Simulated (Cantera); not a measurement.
Cantera with NASA thermochemical tables; ideal gases at 1 bar, condensed phases pure. Values are per mole of reaction as written; species without (g) are pure solids or liquids, kept so even where they would boil at 1 bar.

CO(g) + Pb ⇌ PbO(g) + C

```json
[
 {"T (K)": "300", "ΔH° (kJ)": "180.8", "ΔS° (J/K)": "-16.8", "ΔG° (kJ)": "185.8", "log10 K": "-32.35", "condensed phases": "Pb(s), C(graphite)"},
 {"T (K)": "648", "ΔH° (kJ)": "172.5", "ΔS° (J/K)": "-32.8", "ΔG° (kJ)": "193.8", "log10 K": "-15.62", "condensed phases": "Pb(l), C(graphite)"},
 {"T (K)": "723", "ΔH° (kJ)": "172.0", "ΔS° (J/K)": "-33.6", "ΔG° (kJ)": "196.3", "log10 K": "-14.18", "condensed phases": "Pb(l), C(graphite)"},
 {"T (K)": "798", "ΔH° (kJ)": "171.6", "ΔS° (J/K)": "-34.1", "ΔG° (kJ)": "198.8", "log10 K": "-13.01", "condensed phases": "Pb(l), C(graphite)"},
 {"T (K)": "873", "ΔH° (kJ)": "171.2", "ΔS° (J/K)": "-34.6", "ΔG° (kJ)": "201.4", "log10 K": "-12.05", "condensed phases": "Pb(l), C(graphite)"},
 {"T (K)": "948", "ΔH° (kJ)": "(withheld)", "ΔS° (J/K)": "(withheld)", "ΔG° (kJ)": "(withheld)", "log10 K": "(withheld)", "condensed phases": "Pb(l), C(graphite)"},
 {"T (K)": "1023", "ΔH° (kJ)": "170.5", "ΔS° (J/K)": "-35.3", "ΔG° (kJ)": "206.6", "log10 K": "-10.55", "condensed phases": "Pb(l), C(graphite)"},
 {"T (K)": "1098", "ΔH° (kJ)": "(withheld)", "ΔS° (J/K)": "(withheld)", "ΔG° (kJ)": "(withheld)", "log10 K": "(withheld)", "condensed phases": "Pb(l), C(graphite)"},
 {"T (K)": "1173", "ΔH° (kJ)": "170.0", "ΔS° (J/K)": "-35.8", "ΔG° (kJ)": "212.0", "log10 K": "-9.44", "condensed phases": "Pb(l), C(graphite)"},
 {"T (K)": "1248", "ΔH° (kJ)": "169.8", "ΔS° (J/K)": "-35.9", "ΔG° (kJ)": "214.7", "log10 K": "-8.98", "condensed phases": "Pb(l), C(graphite)"},
 {"T (K)": "1323", "ΔH° (kJ)": "169.6", "ΔS° (J/K)": "-36.1", "ΔG° (kJ)": "217.4", "log10 K": "-8.58", "condensed phases": "Pb(l), C(graphite)"},
 {"T (K)": "1398", "ΔH° (kJ)": "169.4", "ΔS° (J/K)": "-36.2", "ΔG° (kJ)": "220.1", "log10 K": "-8.22", "condensed phases": "Pb(l), C(graphite)"}
]
```

Q: Fill in the missing entries.

A: 
- 948, ΔH° (kJ): 170.8
- 948, ΔS° (J/K): -35.0
- 948, ΔG° (kJ): 204.0
- 948, log10 K: -11.24
- 1098, ΔH° (kJ): 170.3
- 1098, ΔS° (J/K): -35.5
- 1098, ΔG° (kJ): 209.3
- 1098, log10 K: -9.96
